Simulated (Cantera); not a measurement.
Input: 1 mol NaCl, 0.026 mol HF, 380 mol H₂, at 3.00 Pa.

Equilibrium computed with Cantera from the NASA thermochemical tables; the gas is ideal and each condensed phase is pure. Candidate condensed phases: Na, NaCl, NaF; 23 gas species. Equilibrium is a limit: real reactors are often held back by kinetics, nucleation or transport. All values below are at 1150 K.

Base state: H₂ 0.997, NaCl 0.00229, HCl 0.000330, Na 0.000330, HF 6.79e-5, H 1.36e-5 (mole fractions); condensed: gas only.

**Question.** What changes in the equilibrium state with this change: NaCl replaced by BaF₂?

**Answer.** 
| species | before | after |
|---|---|---|
| H₂ | 0.997 | 1.000 |
| BaF₂ | 0 | 0.000130 |
| HF | 6.79e-5 | 0.000100 |
| NaCl | 0.00229 | 0 |
| HCl | 0.000330 | 0 |
| Na | 0.000330 | 0 |
| BaF | 0 | 3.17e-5 |
| BaF₂(s), mol | 0 | 0.939 |
Further candidate phases: Ba, BaF₂.
